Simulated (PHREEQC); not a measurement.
Consider water at 94 °C with 1.1 mmol/kgw H2SO4, 15 mmol/kgw ZnSO4 and 0.162 mmol/kgw MgCl2. Closed to the air; pH follows from the charge balance.

Equilibrium calculation in PHREEQC: ion-association model, phreeqc.dat.

Task: The ionic strength comes out as 0.0367 mol/kgw. What activity coefficients do SO4-2, ZnCl+, H+, Zn(SO4)2-2, Zn+2 get?

Result: SO4-2 0.45, ZnCl+ 0.81, H+ 0.85, Zn(SO4)2-2 0.44, Zn+2 0.45.

Precipitation was switched off in this run. Constants without temperature data keep their 25 °C values here.
